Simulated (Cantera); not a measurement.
A closed system holds: 1 mol Cr, 0.14 mol NH₃, 2.4 mol H₂, at 0.620 bar.

These are equilibrium values from Cantera (NASA tables, ideal gas, pure condensed phases), not measurements of a reactor. Candidate condensed phases: Cr, CrN, Cr₂N; 11 gas species. Mutual solubility and eutectic melting of coexisting phases are not modelled. Rates play no part.

x: gas mole fraction; n: condensed amount in mol.

```tsv
T (K)	x H₂	x N₂	x Cr	x H	x NH₃	n Cr(s)	n Cr₂N(s)
1248	0.998	0.00189	1.71e-9	5.93e-7	4.14e-6	0.740	0.130
1348	0.990	0.00997	2.76e-8	2.92e-6	6.29e-6	0.825	0.0874
1448	0.974	0.0261	2.99e-7	1.16e-5	7.01e-6	1.000	0
1548	0.974	0.0261	2.36e-6	3.86e-5	5.18e-6	1.000	0
1648	0.974	0.0261	1.44e-5	0.000112	3.97e-6	1.000	0
1748	0.974	0.0261	(withheld)	(withheld)	(withheld)	1.000	0
1848	0.973	0.0261	0.000288	0.000664	2.55e-6	0.999	0
1948	0.971	0.0261	(withheld)	(withheld)	(withheld)	0.997	0
2048	0.968	0.0260	0.00312	0.00280	1.77e-6	0.992	0
```

### Question
Complete the blanks.

### Answer

- 1948, x Cr: 0.00101
- 1948, x H: 0.00141
- 1948, x NH₃: 2.11e-6
- 1748, x Cr: 7.04e-5
- 1748, x H: 0.000286
- 1748, x NH₃: 3.14e-6
